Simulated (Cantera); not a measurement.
Charge: 1 mol Al₂O₃, 0.025 mol Cl₂, 1.9 mol O₂, held at 1275 °C and 1 atm.

Cantera equilibrium calculation (NASA polynomials, part measured and part estimated; ideal gas, pure solids and liquids). Candidate condensed phases: Al, AlCl₃, Al₂O₃; 17 gas species. Equilibrium is a limit: real reactors are often held back by kinetics, nucleation or transport.

Base state: O₂ 0.983, Cl₂ 0.00907, Cl 0.00756, ClO 0.000175 (mole fractions); condensed: Al₂O₃(s).

Q: What changes in the equilibrium state with this change: temperature from 1275 °C to 575 °C?

A: 
```csv
species,before,after
O₂,0.983,0.987
Cl₂,0.00907,0.0130
Cl,0.00756,3.03e-6
ClO,0.000175,3.05e-7
"Al₂O₃(s), mol",1.000,1.00
```
Condensed phases not in the tables: AlOCl.
